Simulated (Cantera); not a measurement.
Charge: 1 mol Si3N4, 3.5 mol CO2, 38 mol H2, held at 2098.15 K.

Equilibrium computed with Cantera from the NASA thermochemical tables; the gas is ideal and each condensed phase is pure. Candidate condensed phases: C, C6H6, C7H8, C8H18, H2O, Si, SiC, SiO2, Si2N2O, Si3N4; 151 gas species. Mutual solubility and eutectic melting of coexisting phases are not modelled. The tables hold silica as quartz up to 1696 K and as liquid above; real silica turns to tridymite and cristobalite and melts near 1996 K. Gases not in the tables: Si(OH)4, Si2H6 and higher silanes. Equilibrium is a limit: real reactors are often held back by kinetics, nucleation or transport.

x: gas mole fraction; n: condensed amount in mol.

```
P (Pa)     x H2       x H    x CO   x SiO    x N2     x H2O       x O  n SiO2(l)  n Si2N2O(s)
-------  ------  --------  ------  ------  ------  --------  --------  ---------  -----------
0.100    0.0702     0.816  0.0441  0.0378  0.0252  0.000449   0.00514          0            0
0.750         ?         ?       ?       ?       ?         ?         ?          0            0
5.60      0.535     0.301  0.0637  0.0548  0.0365   0.00816  0.000219          0            0
42        0.694     0.125  0.0703  0.0605  0.0403   0.00964   2.66e-5          0            0
320       0.764    0.0476  0.0733  0.0630  0.0420    0.0102   3.36e-6          0            0
2400      0.791    0.0177  0.0744  0.0639  0.0426    0.0104   4.41e-7          0            0
18000     0.801         ?  0.0748  0.0643  0.0429    0.0105         ?          0            0
130000    0.818   0.00244  0.0757  0.0575  0.0433   0.00338   2.55e-9      0.341            0
1000000   0.859  0.000903  0.0789  0.0256  0.0346   0.00104  9.71e-11      0.936        0.467
```

Q: What belongs in the gaps?

A: 
- 18000, x H: 0.00650
- 18000, x O: 5.85e-8
- 0.750, x H2: 0.275
- 0.750, x H: 0.589
- 0.750, x CO: 0.0527
- 0.750, x SiO: 0.0453
- 0.750, x N2: 0.0302
- 0.750, x H2O: 0.00446
- 0.750, x O: 0.00174
